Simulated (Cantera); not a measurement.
A Cantera script and what it prints.

```python
import numpy as np
import cantera as ct

gas_names = """
    CL CL2 H HCL H2 N NH NH2 NH3 N2 N2H2 N2H4 Si SiCL SiCL2 SiCL3 SiCL4 SiH SiHCL3 SiH2 SiH2CL2 SiH3
    SiH3CL SiH4 SiN Si2 Si2N Si3
""".split()
cond_names = """
    NH4CL(a) NH4CL(b) Si(cr) Si(L) Si3N4(a)
""".split()


def load(file, names, dense=False):
    # The tables refer to 1 bar. Condensed volumes are neglected.
    table = {s.name: s for s in ct.Species.list_from_file(file)}
    out = []
    for n in names:
        d = dict(table[n].input_data)
        d["thermo"] = dict(d["thermo"], **{"reference-pressure": 1e5})
        if dense:
            d["equation-of-state"] = {"model": "constant-volume", "density": "1e6 g/cm^3"}
        out.append(ct.Species.from_dict(d))
    return out


gas = ct.Solution(thermo="ideal-gas", species=load("nasa_gas.yaml", gas_names))
cond = {s.name: ct.Solution(thermo="fixed-stoichiometry", species=[s], name=s.name)
        for s in load("nasa_condensed.yaml", cond_names, dense=True)}
atoms = {
    'SiH2Cl2': {'Si': 1, 'H': 2, 'CL': 2},
    'NH3': {'N': 1, 'H': 3},
}
top_T = {'Si3N4(a)': 2400}  # K; cautious upper limits of use, not melting points


def equilibrate(T, P, feed):
    n = {}
    for name, mol in feed.items():
        for a, k in atoms[name].items():
            n[a] = n.get(a, 0.0) + k * mol
    gas.TPX = T, P, n
    mass = sum(n.values()) * gas.mean_molecular_weight
    gas.equilibrate("TP")
    valid = [c for c in cond.values() if c.min_temp <= T <= top_T.get(c.name, c.max_temp)]
    mix = ct.Mixture([(gas, mass / gas.mean_molecular_weight)] + [(c, 0.0) for c in valid])
    mix.T, mix.P = T, P
    mix.equilibrate("TP", solver="vcs", rtol=1e-11, max_steps=5000)
    return mix


results = []
feed = {'SiH2Cl2': 1, 'NH3': 3.6}  # mol
P = 23  # Pa
for T in [775, 850, 925, 1000, 1075, 1150, 1225, 1300, 1375, 1450, 1525, 1600, 1675, 1750]:
    mix = equilibrate(T, P, feed)
    results.append((T, P, feed, dict(zip(mix.species_names, mix.species_moles))))

top = {s: max(r[3][s] / sum(r[3][g] for g in gas_names) for r in results) for s in gas_names}
cols = sorted((s for s in top if top[s] > 1e-06), key=lambda s: -top[s])[:8]
seen = [c for c in cond_names if any(r[3].get(c, 0) > 1e-12 for r in results)]
print("log10 of partial pressures in bar; condensed amounts in mol")
print(f"{'T/K':>10s}" + "".join(f"{s[:9]:>10s}" for s in cols + seen))
for T, P, feed, n in results:
    ng = sum(n[g] for g in gas_names)
    print(f"{T:10.4g}" + "".join(f"{np.log10(max(n[s] / ng * P / 1e5, 1e-99)):10.3f}" for s in cols)
          + "".join(f"{n.get(c, 0):10.4g}" for c in seen))
```

It prints:

```
log10 of partial pressures in bar; condensed amounts in mol
       T/K        H2       HCL        N2     SiCL2         H        Si     SiCL4        CL    Si(cr)     Si(L)  Si3N4(a)
       775    -3.835    -4.280    -4.511   -12.712   -13.921   -30.513    -6.440   -14.343         0         0    0.3288
       850    -3.835    -4.276    -4.513   -11.119   -12.606   -26.361    -6.632   -13.045         0         0    0.3304
       925    -3.836    -4.274    -4.513    -9.788   -11.502   -22.885    -6.793   -11.956         0         0    0.3313
      1000    -3.836    -4.272    -4.514    -8.660   -10.562   -19.933    -6.929   -11.029         0         0    0.3318
      1075    -3.836    -4.272    -4.514    -7.693    -9.752   -17.396    -7.048   -10.231         0         0    0.3318
      1150    -3.836    -4.274    -4.513    -6.859    -9.045   -15.194    -7.159    -9.538         0         0    0.3304
      1225    -3.835    -4.284    -4.508    -6.151    -8.424   -13.266    -7.296    -8.938         0         0    0.3231
      1300    -3.832    -4.320    -4.493    -5.589    -7.872   -11.570    -7.533    -8.434         0         0    0.2994
      1375    -3.826    -4.400    -4.465    -5.199    -7.378   -10.071    -7.953    -8.034         0         0    0.2519
      1450    -3.818    -4.523    -4.433    -4.961    -6.933    -8.735    -8.544    -7.727         0         0    0.1923
      1525    -3.831    -4.619    -4.347    -4.892    -6.541    -7.724    -9.170    -7.425    0.4823         0         0
      1600    -3.831    -4.627    -4.348    -4.885    -6.180    -7.011    -9.647    -7.078    0.4701         0         0
      1675    -3.833    -4.636    -4.349    -4.882    -5.852    -6.363   -10.084    -6.762    0.4469         0         0
      1750    -3.840    -4.631    -4.353    -4.900    -5.553    -5.824   -10.470    -6.457         0    0.4114         0
```

Equilibrium computed with Cantera from the NASA thermochemical tables; the gas is ideal and each condensed phase is pure. The tables' values for SiCl, SiCl3, SiN are old estimates; treat these amounts as uncertain. Gases not in the tables: Si2H6 and higher silanes.
